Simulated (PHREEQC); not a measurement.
1.2 g of hydrous ferric oxide (600 m²/g; 0.2 weak and 0.005 strong sites per Fe, Dzombak-Morel constants, diffuse double layer) in 1 kg of water with 0.005 mol/kgw of an inert sodium salt and 0.37 mmol/kgw ZnSO4 and 0.4 mmol/kgw NaF, at 25 °C; the pH is set by adding NaOH or the inert anion's acid. O2 is buffered at 0.21 atm. The system is closed to CO2. Precipitation was switched off in this run.

The series has 17 steps of pH, from 3 to 11.

Model: ion-association model, wateq4f.dat, run in PHREEQC.

**Question.** Near which pH is half of the S sorbed, and on which side is more sorbed?

**Answer.** Near pH 6.8, with more sorbed at lower pH.

**Question.** Near which pH is half of the Zn sorbed, and on which side is more sorbed?

**Answer.** Near pH 6.2, with more sorbed at higher pH.

**Question.** Near which pH is half of the F sorbed, and on which side is more sorbed?

**Answer.** Near pH 6.5, with more sorbed at lower pH.

The oxide is taken as insoluble; below pH 4 it would dissolve.
